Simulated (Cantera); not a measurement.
Input: 1 mol TiCl4, 120 mol H2, a varied amount of C3H8, held at 1425 K and 13300 Pa.

Method: chemical equilibrium by Gibbs-energy minimisation in Cantera with the NASA 1993 tables (ideal gas, pure condensed phases). Candidate condensed phases: C, C6H6, C7H8, C8H18, Ti, TiC, TiCl2, TiCl3, TiCl4; 96 gas species. TiC: taken at fixed stoichiometry. The numbers say what is thermodynamically allowed, not how fast it happens.

**Question.** Which condensed phases are stable at each of these points (n(C3H8) (mol)): 0.078, 0.096, 0.12, 0.15, 0.18, 0.22, 0.27, 0.33, 0.41, 0.5, 0.62, 0.76, 0.94?

**Answer.** 
```json
[
 {"n(C3H8) (mol)": "0.078", "condensed phases": "TiC(s)", "Ti condensed (%)": "23.4"},
 {"n(C3H8) (mol)": "0.096", "condensed phases": "TiC(s)", "Ti condensed (%)": "28.8"},
 {"n(C3H8) (mol)": "0.12", "condensed phases": "TiC(s)", "Ti condensed (%)": "36.0"},
 {"n(C3H8) (mol)": "0.15", "condensed phases": "TiC(s)", "Ti condensed (%)": "45.0"},
 {"n(C3H8) (mol)": "0.18", "condensed phases": "TiC(s)", "Ti condensed (%)": "54.0"},
 {"n(C3H8) (mol)": "0.22", "condensed phases": "TiC(s)", "Ti condensed (%)": "66.0"},
 {"n(C3H8) (mol)": "0.27", "condensed phases": "TiC(s)", "Ti condensed (%)": "81.0"},
 {"n(C3H8) (mol)": "0.33", "condensed phases": "TiC(s)", "Ti condensed (%)": "98.7"},
 {"n(C3H8) (mol)": "0.41", "condensed phases": "C(graphite) + TiC(s)", "Ti condensed (%)": "99.9"},
 {"n(C3H8) (mol)": "0.5", "condensed phases": "C(graphite) + TiC(s)", "Ti condensed (%)": "99.9"},
 {"n(C3H8) (mol)": "0.62", "condensed phases": "C(graphite) + TiC(s)", "Ti condensed (%)": "99.9"},
 {"n(C3H8) (mol)": "0.76", "condensed phases": "C(graphite) + TiC(s)", "Ti condensed (%)": "99.9"},
 {"n(C3H8) (mol)": "0.94", "condensed phases": "C(graphite) + TiC(s)", "Ti condensed (%)": "99.9"}
]
```

From 0.078 mol C3H8 to 0.33 mol C3H8 the condensed part is TiC(s). From 0.41 mol C3H8 to 0.94 mol C3H8 the condensed part is C(graphite) + TiC(s).
